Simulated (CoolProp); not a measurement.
Benzene along the isobar 15 bar: fugacity coefficient from the reference equation and from simpler models built on Tc = 562.0 K, pc = 49.06 bar, ω = 0.211; each cubic takes its own stable root.

Model: reference Helmholtz-energy equation of state, Thol 2012, in CoolProp.

```json
[
 {"T (K)": "403.6", "phase": "liquid", "reference": "0.2431", "Soave-Redlich-Kwong": "0.2462", "Peng-Robinson": "0.2429"},
 {"T (K)": "419.1", "phase": "liquid", "reference": "0.3317", "Soave-Redlich-Kwong": "0.3368", "Peng-Robinson": "0.3311"},
 {"T (K)": "434.5", "phase": "liquid", "reference": "0.4386", "Soave-Redlich-Kwong": "0.4461", "Peng-Robinson": "0.4375"},
 {"T (K)": "450", "phase": "liquid", "reference": "0.5656", "Soave-Redlich-Kwong": "0.5760", "Peng-Robinson": "0.5640"},
 {"T (K)": "465.4", "phase": "liquid", "reference": "0.7110", "Soave-Redlich-Kwong": "0.7245", "Peng-Robinson": "0.7085"},
 {"T (K)": "480.9", "phase": "gas", "reference": "0.8261", "Soave-Redlich-Kwong": "0.8323", "Peng-Robinson": "0.8213"},
 {"T (K)": "496.3", "phase": "gas", "reference": "0.8439", "Soave-Redlich-Kwong": "0.8479", "Peng-Robinson": "0.8370"},
 {"T (K)": "511.8", "phase": "gas", "reference": "0.8594", "Soave-Redlich-Kwong": "0.8619", "Peng-Robinson": "0.8510"},
 {"T (K)": "527.3", "phase": "gas", "reference": "0.8728", "Soave-Redlich-Kwong": "0.8743", "Peng-Robinson": "0.8636"},
 {"T (K)": "542.7", "phase": "gas", "reference": "0.8845", "Soave-Redlich-Kwong": "0.8853", "Peng-Robinson": "0.8748"},
 {"T (K)": "558.2", "phase": "gas", "reference": "0.8949", "Soave-Redlich-Kwong": "0.8954", "Peng-Robinson": "0.8850"},
 {"T (K)": "573.6", "phase": "gas", "reference": "0.9041", "Soave-Redlich-Kwong": "0.9043", "Peng-Robinson": "0.8941"},
 {"T (K)": "589.1", "phase": "gas", "reference": "0.9124", "Soave-Redlich-Kwong": "0.9125", "Peng-Robinson": "0.9025"},
 {"T (K)": "604.5", "phase": "gas", "reference": "0.9197", "Soave-Redlich-Kwong": "0.9198", "Peng-Robinson": "0.9101"},
 {"T (K)": "620", "phase": "gas", "reference": "0.9263", "Soave-Redlich-Kwong": "0.9266", "Peng-Robinson": "0.9170"}
]
```
